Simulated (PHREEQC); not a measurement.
0.1 mol of CuF2:2H2O (CuF2:2H2O) is brought to equilibrium with 1 kg of water holding 0.014 mol/kgw NaCl, at 26 °C under several pressures of CO2. Oxygen is held at 0.21 atm. Only these solids could form: CuF2:2H2O, Cu(OH)2, Malachite, Atacamite, Halite, Nahcolite, Natron.

All values are PHREEQC results (ion-association model, wateq4f.dat), not measurements.

### Question
Predict Atacamite (mol) at log pCO2 (atm) = -2.5, -1, -0.5.

### Answer
```
log pCO2 (atm)  Atacamite (mol)
--------------  ---------------
-2.5                    0.00123
-1                      0.00113
-0.5                          0
```
